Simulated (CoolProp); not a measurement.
Saturated liquid density (kg/m³) of CF4 (R14): the reference equation beside estimates from Tc = -45.8 °C, pc = 3.762 MPa, ω = 0.178.

Values from CoolProp's reference Helmholtz-energy equation of state, Platzer 1990. This equation is an older, rougher fit; its heat capacities, sound speeds and derivatives of the liquid may be far off and weren't checked against measurements.

```tsv
T (°C)	reference	van der Waals	Redlich-Kwong	Soave-Redlich-Kwong	Peng-Robinson
-145.95	1696	1109	1639	1663	1875
-140.65	1669	1092	1611	1638	1848
-135.25	1641	1075	1581	1610	1818
-129.95	1613	1057	1550	1582	1788
-124.65	1585	1039	1518	1552	1755
-119.35	1556	1020	1485	1521	1721
-114.05	1526	999.9	1450	1487	1684
-108.65	1494	978.7	1412	1451	1644
-103.35	1462	957.0	1373	1413	1603
-98.05	1429	934.0	1332	1373	1558
```

Absolute difference from the reference over all 10 rows, mean and median: van der Waals 34.5 and 34.5 %, Redlich-Kwong 4.7 and 4.4 %, Soave-Redlich-Kwong 2.5 and 2.2 %, Peng-Robinson 10.3 and 10.6 %.
